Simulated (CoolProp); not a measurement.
Saturation properties of n-perfluorohexane (Tc = 174.9 °C, pc = 17.42 bar, ω = 0.497).

The numbers come from the reference Helmholtz-energy equation of state, Gao 2022 in CoolProp.

```tsv
T (°C)	p (bar)	liquid density (kg/m³)	vapour density (kg/m³)	enthalpy of vaporisation (kJ/kg)	liquid cp (kJ/(kg K))
-56.65	0.001329	1904	0.02496	113.4	0.9198
-44.05	0.004221	1869	0.07497	110.2	0.9389
-31.45	0.01155	(withheld)	(withheld)	107.1	0.9585
-18.85	0.02793	1799	0.4482	104.0	0.9782
-6.25	0.06080	1765	0.9331	100.9	0.9979
6.35	0.1212	1729	1.785	(withheld)	1.018
18.95	0.2241	1693	3.184	94.65	1.037
31.55	0.3887	(withheld)	5.351	91.42	1.057
44.15	(withheld)	1619	8.561	88.08	1.077
56.75	1.000	1580	13.14	84.58	1.097
69.35	1.506	1538	(withheld)	80.89	1.118
81.95	(withheld)	1495	28.15	76.95	1.141
94.55	3.086	1448	39.77	72.69	1.165
```

Q: Fill in the missing entries.

A: 
- -31.45, liquid density (kg/m³): 1834
- -31.45, vapour density (kg/m³): 0.1947
- 6.35, enthalpy of vaporisation (kJ/kg): 97.81
- 31.55, liquid density (kg/m³): 1657
- 44.15, p (bar): 0.6385
- 69.35, vapour density (kg/m³): 19.50
- 81.95, p (bar): 2.188

It boils at 57.1 °C under 1 atm.
